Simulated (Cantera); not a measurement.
A closed system holds: 1 mol B2H6, 6.2 mol H2, 9 mol N2, at 1000 K and 0.000300 bar.

These are equilibrium values from Cantera (NASA tables, ideal gas, pure condensed phases), not measurements of a reactor. Candidate condensed phases: B, BN; 15 gas species. The feed counts by its element totals alone. N2 is the only nitrogen source here; it is nearly inert below about 1500 K, so the nitride shown seldom forms there in practice. The numbers say what is thermodynamically allowed, not how fast it happens.

Base state: H2 0.535, N2 0.465 (mole fractions); condensed: BN(s).

Question: What changes in the equilibrium state with this change: temperature from 1000 K to 2225 K?

Answer: 
```json
[
 {"species": "N2", "before": "0.465", "after": "0.435"},
 {"species": "H2", "before": "0.535", "after": "0.335"},
 {"species": "H", "before": "9.58e-8", "after": "0.217"},
 {"species": "B", "before": "<1e-9", "after": "0.0128"},
 {"species": "BH2", "before": "<1e-9", "after": "0.000499"},
 {"species": "BH", "before": "<1e-9", "after": "0.000140"},
 {"species": "BN", "before": "<1e-9", "after": "9.42e-5"},
 {"species": "BN(s), mol", "before": "2.00", "after": "0"},
 {"species": "B(s), mol", "before": "0", "after": "1.72"}
]
```
The tables' values for BH2 are old estimates; treat these amounts as uncertain.
